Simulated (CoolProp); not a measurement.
Vapour pressure (kPa) of octamethylcyclotetrasiloxane (D4): the reference equation beside estimates from Tc = 313.4 °C, pc = 1347 kPa, ω = 0.598.

Values from CoolProp's reference Helmholtz-energy equation of state, Thol 2015.

```csv
T (°C),reference,van der Waals,Redlich-Kwong,Soave-Redlich-Kwong,Peng-Robinson
43.85,0.4915,62.30,8.414,0.5345,0.6084
49.95,0.7170,70.19,10.60,0.7695,0.8662
56.05,1.027,78.77,13.21,1.089,1.214
62.15,1.446,88.04,16.30,1.518,1.675
68.35,2.014,98.21,19.99,2.096,2.291
74.45,2.748,109.0,24.22,2.838,3.076
80.55,3.697,120.5,29.10,3.793,4.078
86.65,4.907,132.9,34.70,5.007,5.344
92.75,6.433,146.1,41.08,6.533,6.926
98.95,8.370,160.3,48.43,8.466,8.917
105.05,10.72,175.3,56.58,10.81,11.32
111.15,13.59,191.1,65.72,13.67,14.24
117.25,17.07,207.9,75.90,17.13,17.75
```

Absolute difference from the reference over all 13 rows, mean and median: van der Waals 4475.4 and 3159.4 %, Redlich-Kwong 795.8 and 687.1 %, Soave-Redlich-Kwong 3.3 and 2.6 %, Peng-Robinson 11.7 and 10.3 %.
